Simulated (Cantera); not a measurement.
What does this Cantera script print?

```python
import numpy as np
import cantera as ct

gas_names = [...]  # 110 gases of nasa_gas.yaml made of C, H, O
cond_names = """
    C(gr) C6H6(L) C7H8(L) C8H18(L),n-octa H2O(s) H2O(L)
""".split()


# ... load() reads the species with a 1 bar reference pressure and builds the phases ...
atoms = {
    'toluene': {'C': 7, 'H': 8},
    'O2': {'O': 2},
    'H2O': {'H': 2, 'O': 1},
}
top_T = {'C(gr)': 4500}  # K; cautious upper limits of use, not melting points


# ... equilibrate(T, P, feed) seeds the gas with the atoms and calls Mixture.equilibrate('TP', solver="vcs", rtol=1e-11, max_steps=5000) ...
results = []
feed = {'toluene': 1, 'O2': 0.027, 'H2O': 1.4}  # mol
P = 1700  # Pa
for T in [1873, 1973, 2073, 2173, 2273, 2373, 2473, 2573, 2673, 2773, 2873]:
    mix = equilibrate(T, P, feed)
    results.append((T, P, feed, dict(zip(mix.species_names, mix.species_moles))))

top = {s: max(r[3][s] / sum(r[3][g] for g in gas_names) for r in results) for s in gas_names}
cols = sorted((s for s in top if top[s] > 0.001), key=lambda s: -top[s])[:9]
seen = [c for c in cond_names if any(r[3].get(c, 0) > 1e-12 for r in results)]
print("log10 of partial pressures in bar; condensed amounts in mol")
print(f"{'T/K':>10s}" + "".join(f"{s[:9]:>10s}" for s in cols + seen))
for T, P, feed, n in results:
    ng = sum(n[g] for g in gas_names)
    print(f"{T:10.4g}" + "".join(f"{np.log10(max(n[s] / ng * P / 1e5, 1e-99)):10.3f}" for s in cols)
          + "".join(f"{n.get(c, 0):10.4g}" for c in seen))
```

It prints:

```
log10 of partial pressures in bar; condensed amounts in mol
       T/K        H2         H        CO C2H2,acet        C3       C2H     C(gr)
      1873    -1.875    -4.128    -2.444    -5.381   -12.011    -9.562     5.543
      1973    -1.878    -3.809    -2.445    -5.071   -10.850    -8.770     5.539
      2073    -1.882    -3.521    -2.447    -4.794    -9.804    -8.057     5.533
      2173    -1.890    -3.262    -2.450    -4.546    -8.857    -7.411     5.523
      2273    -1.903    -3.027    -2.455    -4.327    -7.996    -6.826     5.507
      2373    -1.922    -2.816    -2.463    -4.133    -7.209    -6.295     5.483
      2473    -1.952    -2.628    -2.474    -3.968    -6.488    -5.812      5.45
      2573    -1.994    -2.461    -2.490    -3.830    -5.825    -5.376     5.405
      2673    -2.052    -2.316    -2.510    -3.722    -5.213    -4.982     5.344
      2773    -2.131    -2.194    -2.535    -3.647    -4.646    -4.629     5.253
      2873    -2.234    -2.095    -2.564    -3.607    -4.121    -4.316     5.081
```

Cantera equilibrium calculation (NASA polynomials, part measured and part estimated; ideal gas, pure solids and liquids).
